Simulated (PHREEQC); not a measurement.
Model water analysis in mmol/kgw, 60 °C, pH 6.75:

| constituent | mmol/kgw |
|---|---|
| Na | 161 |
| K | 9.21 |
| Ca | 3.47 |
| Mg | 4.2 |
| Cl | 166 |
| S(6) | 13 |
| Alkalinity (meq/kgw) | 0.227 |

Valence states are taken as typed.

Computed with PHREEQC (Pitzer model, pitzer.dat).

Problem. The ionic strength comes out as 0.210 mol/kgw. What activity coefficients do HCO3-, SO4-2, Cl-, Ca+2, Na+ get?

Solution. HCO3- 0.74, SO4-2 0.19, Cl- 0.70, Ca+2 0.23, Na+ 0.73. Single-ion values are on the MacInnes scale.

Precipitation was switched off in this run. Away from 25 °C the constants follow the database's enthalpies or fits; those with neither stay at their 25 °C values.
